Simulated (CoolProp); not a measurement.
CF4 (R14) along the isotherm -127.75 °C: fugacity coefficient from the reference equation and from simpler models built on Tc = -45.8 °C, pc = 37.62 bar, ω = 0.178; each cubic takes its own stable root.

The numbers come from the reference Helmholtz-energy equation of state, Platzer 1990 in CoolProp. This equation is an older, rougher fit; its heat capacities, sound speeds and derivatives of the liquid may be far off and weren't checked against measurements.

| p (bar) | phase | reference |
|---|---|---|
| 5.13 | liquid | 0.1984 |
| 10.3 | liquid | 0.1012 |
| 15.4 | liquid | 0.06926 |
| 20.5 | liquid | 0.05324 |
| 25.7 | liquid | 0.04348 |
| 30.8 | liquid | 0.03713 |
| 35.9 | liquid | 0.03259 |
| 41 | liquid | 0.02920 |
| 46.2 | liquid | 0.02653 |
| 51.3 | liquid | 0.02445 |
| 56.4 | liquid | 0.02275 |

How far does each simpler model (van der Waals, Redlich-Kwong, Soave-Redlich-Kwong, Peng-Robinson) lie from the reference over these 11 states: mean and median of the absolute difference, and the worst?


- van der Waals: mean 338.3 %, median 338.2 %, worst +364.2 % at -127.75 °C and 56.4 bar
- Redlich-Kwong: mean 39.8 %, median 39.8 %, worst +40.4 % at -127.75 °C and 56.4 bar
- Soave-Redlich-Kwong: mean 0.2 %, median 0.2 %, worst +0.4 % at -127.75 °C and 56.4 bar
- Peng-Robinson: mean 0.8 %, median 0.6 %, worst -1.8 % at -127.75 °C and 56.4 bar
